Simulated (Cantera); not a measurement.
An adiabatic, constant-pressure homogeneous reactor starts with CO : H2 : O2 : N2 = 1 : 1.1 : 3.09 : 11.6 (molar parts), at 1275 K and 15000 Torr. Integrator tolerance rtol = 1e-08.

Detailed kinetics in Cantera: GRI-Mech 3.0 (53 species, 325 reactions). The hydrogen kinetics of GRI-Mech 3.0 are dated; newer H2 mechanisms differ, most at raised pressure. The pressure lies above the range GRI-Mech 3.0 was tuned for (to about 10 atm).

```csv
quantity,before,after
time of steepest temperature rise,25.4 µs,0.940 ms
temperature at 1.00 s,2172 K,2023 K
equilibrium temperature,2172 K,2022 K
x(CO) at 1.00 s,0.000200 (gas-phase equilibrium 0.000200),6.39e-5 (gas-phase equilibrium 6.36e-5)
x(H2) at 1.00 s,4.20e-5 (gas-phase equilibrium 4.20e-5),1.50e-5 (gas-phase equilibrium 1.49e-5)
x(O2) at 1.00 s,0.125 (gas-phase equilibrium 0.125),0.126 (gas-phase equilibrium 0.126)
x(H2O) at 1.00 s,0.0690 (gas-phase equilibrium 0.0690),0.0695 (gas-phase equilibrium 0.0695)
x(HO2) at 1.00 s,6.39e-6 (gas-phase equilibrium 6.39e-6),3.74e-6 (gas-phase equilibrium 3.72e-6)
x(NO) at 1.00 s,0.00883 (gas-phase equilibrium 0.00883),0.00574 (gas-phase equilibrium 0.00610)
```

Q: Which change was made?
A) N2 11.6 to 7.9 parts
B) constant volume in place of constant pressure
C) H2 1.1 to 1.6 parts
D) initial temperature 1275 to 1100 K

A: D, initial temperature 1275 to 1100 K
